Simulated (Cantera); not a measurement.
A Cantera script and its output.

```python
import numpy as np
import cantera as ct

gas = ct.Solution("SiF4_NH3_mec.yaml", "gas")
gas.TPX = 2125, 100000, {'NH3': 1, 'N2': 7.7}
inlet = ct.Reservoir(gas, clone=True)

reactor = ct.IdealGasConstPressureReactor(gas, energy="off", clone=False)
exhaust = ct.Reservoir(gas, clone=True)
tau = [8.6, 2.7, 0.84, 0.26, 0.083, 0.026, 0.0081][0]
for a, b in ((inlet, reactor), (reactor, exhaust)):
    ct.MassFlowController(a, b, mdot=lambda t: reactor.mass / tau)
net = ct.ReactorNet([reactor])
show = ['NH3', 'N2', 'NH2', 'H2', 'H', 'NH']

rows = []
print(f"{'tau/s':>10s}{'T/K':>9s}" + "".join(f"{s:>11s}" for s in show))
for tau in [8.6, 2.7, 0.84, 0.26, 0.083, 0.026, 0.0081]:
    net.initial_time = 0.0
    net.advance(30 * tau)
    before = gas.X
    net.advance(40 * tau)
    drift = np.max(np.abs(gas.X - before) / (gas.X + 1e-9))
    rows.append([gas.T, *gas[show].X, drift])
    print(f"{tau:10.3e}{gas.T:9.1f}" + "".join(f"{x:11.3e}" for x in gas[show].X))
```

Output:

```
     tau/s      T/K        NH3         N2        NH2         H2          H         NH
 8.600e+00   2125.0  2.462e-04  8.449e-01  6.434e-06  1.535e-01  1.326e-03  1.533e-06
 2.700e+00   2125.0  5.631e-04  8.451e-01  1.278e-05  1.532e-01  1.149e-03  2.636e-06
 8.400e-01   2125.0  1.654e-03  8.456e-01  2.814e-05  1.519e-01  8.546e-04  4.320e-06
 2.600e-01   2125.0  5.217e-03  8.469e-01  6.293e-05  1.472e-01  5.876e-04  6.750e-06
 8.300e-02   2125.0  1.465e-02  8.502e-01  1.301e-04  1.346e-01  3.958e-04  9.968e-06
 2.600e-02   2125.0  3.575e-02  8.576e-01  2.457e-04  1.062e-01  2.426e-04  1.364e-05
 8.100e-03   2125.0  6.728e-02  8.685e-01  3.970e-04  6.367e-02  1.261e-04  1.617e-05
```

Cantera simulation using the gas-phase N/H chemistry of the illustrative SiF4/NH3 mechanism in the Surface Chemkin manual (1991); the numbers are that mechanism's predictions, not measurements. Walls and surfaces, which speed up NH3 decomposition in real reactors, are not modelled.
